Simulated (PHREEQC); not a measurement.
Dissolve 0.046 mol NiCl2 and 0.0049 mol H3BO3 per kg of water at 25 °C. Closed to the air; pH follows from the charge balance.

The numbers come from PHREEQC with the ion-association model, wateq4f.dat.

Task: The ionic strength comes out as 0.130 mol/kgw. What activity coefficients do Cl-, NiCl+, H+, NiOH+, Ni+2 get?

Result: Cl- 0.74, NiCl+ 0.77, H+ 0.81, NiOH+ 0.77, Ni+2 0.35.

This is a speciation only: nothing precipitates in the calculation. Complexes and solids missing from the database can't appear.
